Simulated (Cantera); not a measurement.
Input (Python, Cantera) and output of one run.

```python
import numpy as np
import cantera as ct

gas_names = """
    C CO CO2 C2 C2O C3 C3O2 C4 C5 O O2 O3 Ti TiO TiO2
""".split()
cond_names = """
    C(gr) Ti(a) Ti(b) Ti(L) TiC(s) TiC(L) TiO(a) TiO(b) TiO(L) TiO2(ru) TiO2(L) Ti2O3(a) Ti2O3(b)
    Ti2O3(L) Ti3O5(a) Ti3O5(b) Ti3O5(L) Ti4O7(s) Ti4O7(L)
""".split()


# ... load() reads the species with a 1 bar reference pressure and builds the phases ...
atoms = {
    'TiO2': {'Ti': 1, 'O': 2},
    'C': {'C': 1},
    'CO': {'C': 1, 'O': 1},
}
top_T = {'C(gr)': 4500}  # K; cautious upper limits of use, not melting points


# ... equilibrate(T, P, feed) seeds the gas with the atoms and calls Mixture.equilibrate('TP', solver="vcs", rtol=1e-11, max_steps=5000) ...
results = []
feed = {'TiO2': 1, 'C': 4.7, 'CO': 0.14}  # mol
P = 13332.2  # Pa
for T in [1273, 1373, 1473, 1573, 1673, 1773, 1873, 1973, 2073, 2173, 2273, 2373]:
    mix = equilibrate(T, P, feed)
    results.append((T, P, feed, dict(zip(mix.species_names, mix.species_moles))))

top = {s: max(r[3][s] / sum(r[3][g] for g in gas_names) for r in results) for s in gas_names}
cols = sorted((s for s in top if top[s] > 0.0001), key=lambda s: -top[s])[:8]
seen = [c for c in cond_names if any(r[3].get(c, 0) > 1e-12 for r in results)]
print("log10 of partial pressures in bar; condensed amounts in mol")
print(f"{'T/K':>10s}" + "".join(f"{s[:9]:>10s}" for s in cols + seen))
for T, P, feed, n in results:
    ng = sum(n[g] for g in gas_names)
    print(f"{T:10.4g}" + "".join(f"{np.log10(max(n[s] / ng * P / 1e5, 1e-99)):10.3f}" for s in cols)
          + "".join(f"{n.get(c, 0):10.4g}" for c in seen))
```

Output:

```
log10 of partial pressures in bar; condensed amounts in mol
       T/K        CO       CO2     C(gr)    TiC(s)  Ti3O5(b)  Ti4O7(s)
      1273    -0.876    -3.894      4.45         0         0      0.25
      1373    -0.875    -4.394     4.367         0    0.3333         0
      1473    -0.875    -4.823       1.7         1         0         0
      1573    -0.875    -5.195       1.7         1         0         0
      1673    -0.875    -5.520       1.7         1         0         0
      1773    -0.875    -5.806       1.7         1         0         0
      1873    -0.875    -6.059       1.7         1         0         0
      1973    -0.875    -6.286       1.7         1         0         0
      2073    -0.875    -6.488       1.7         1         0         0
      2173    -0.875    -6.671       1.7         1         0         0
      2273    -0.875    -6.836       1.7         1         0         0
      2373    -0.875    -6.986       1.7         1         0         0
```

Method: chemical equilibrium by Gibbs-energy minimisation in Cantera with the NASA 1993 tables (ideal gas, pure condensed phases). TiC: taken at fixed stoichiometry. Condensed phases not in the tables: Magnéli phases beyond Ti4O7.
